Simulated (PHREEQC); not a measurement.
A made-up water analysis in mg/L, 25 °C, pH 8.69, pe 11: Na 4.81; K 17.8; Ca 10.6; Mg 3.34; Cl 11.9; S(6) as SO4 26.4; Alkalinity as HCO3 37; B 0.0225; Zn 2.9; N(5) as NO3 0.834.

Valence states are taken as typed.

Equilibrium calculation in PHREEQC: ion-association model, phreeqc.dat.

Precipitation was switched off in this run.

**Question.** Predict the ionic strength, charge-balance error.

**Answer.** ionic strength 0.00209 mol/kgw; charge-balance error 1.8 %.

**Question.** In which forms is C present?

**Answer.** HCO3- 92 %, CO3-2 2.5 %, ZnCO3 2.3 %, Zn(CO3)2-2 1.3 %, CaCO3 0.7 % of the C.

The solution is supersaturated, for example in Zn(OH)2(e), so a real one may precipitate; this is no full list. The database's zinc carbonate complexes are estimates, stronger than later reviews accept.
